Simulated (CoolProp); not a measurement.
Values from CoolProp's reference Helmholtz-energy equation of state, Lemmon 2005.

Task: For R125, give the phase and the cv (kJ/(kg K)), Joule-Thomson coefficient (K/MPa) at 432 K and 0.121 MPa.

Result: 
- 432 K and 0.121 MPa: gas; cv 0.906, Joule-Thomson coefficient 4.59
